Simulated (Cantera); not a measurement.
Feed: 1 mol CH3SiH3, 0.016 mol C2H4, 210 mol H2, at 13300 Pa.

These are equilibrium values from Cantera (NASA tables, ideal gas, pure condensed phases), not measurements of a reactor. Candidate condensed phases: C, C6H6, C7H8, C8H18, Si, SiC; 87 gas species. The feed counts by its element totals alone. Rates play no part.

Problem. At 1750 K, list the 4 most abundant gas species with their mole fractions, and the condensed phases.

Solution. H2 0.999, H 0.000637, CH4 7.12e-5, C2H2 (acetylene) 3.94e-5. Condensed: SiC(s).
